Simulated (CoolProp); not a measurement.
A simple Rankine cycle with R365MFC: condensing at 315.15 K, boiler at 0.768 MPa, turbine inlet 424.7 K, turbine efficiency 0.75, pump efficiency 0.7, no recuperator. Each further row changes one setting.

Values from CoolProp's reference Helmholtz-energy equation of state, Lemmon 2016.

```tsv
case	thermal efficiency (%)	net work (kJ/kg)	heat in (kJ/kg)	turbine exit temperature (K)	volume ratio over the turbine
as stated	10.1	30.5	302	391.2	7.29
turbine inlet 444.7 K	9.9	32.4	328	411.5	7.19
condensing temperature 307.15 K	11.2	35.1	313	386.9	9.71
boiler pressure 0.538 MPa	8.4	25.8	305	398.2	4.99
turbine efficiency 0.65	8.7	26.3	302	394.7	7.36
```
